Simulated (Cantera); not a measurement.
A freely propagating, adiabatic, planar premixed flame of H2 : O2 : N2 = 1 : 0.943 : 2.55 (molar parts), equivalence ratio 0.53, unburnt at 675 K and 13300 Pa; mixture-averaged transport, grid criteria slope 0.08 and curve 0.16, no radiation.

Computed with Cantera and the H2/O2 subset of GRI-Mech 3.0, which has no nitrogen chemistry. Burning velocities carry a grid error of a few per cent, more on coarse grids. Lean hydrogen flames are cellular in practice and burn faster than this planar one.

**Question.** How do the results move with these cheaper or finer settings: unity-Lewis-number transport; multicomponent transport; multicomponent+Soret transport; grid criteria slope 0.5, curve 1; grid criteria slope 0.25, curve 0.5; grid criteria slope 0.03, curve 0.06?

**Answer.** 
```tsv
setting	laminar burning velocity	thermal thickness	peak x(H2O2)	peak x(HO2)	grid points
as above	689 cm/s	6.16 mm	1.58e-6	5.10e-5	127
unity-Lewis-number transport	446 cm/s	4.09 mm	1.54e-6	4.71e-5	131
multicomponent transport	679 cm/s	6.11 mm	1.58e-6	5.10e-5	127
multicomponent+Soret transport	654 cm/s	6.08 mm	1.58e-6	5.10e-5	127
grid criteria slope 0.5, curve 1	1060 cm/s	10.0 mm	1.56e-6	4.82e-5	40
grid criteria slope 0.25, curve 0.5	816 cm/s	7.31 mm	1.56e-6	5.00e-5	68
grid criteria slope 0.03, curve 0.06	653 cm/s	5.85 mm	1.58e-6	5.12e-5	270
```
Unity Lewis numbers drop preferential diffusion, which matters most where H2 and H carry the flame; Soret adds thermal diffusion.
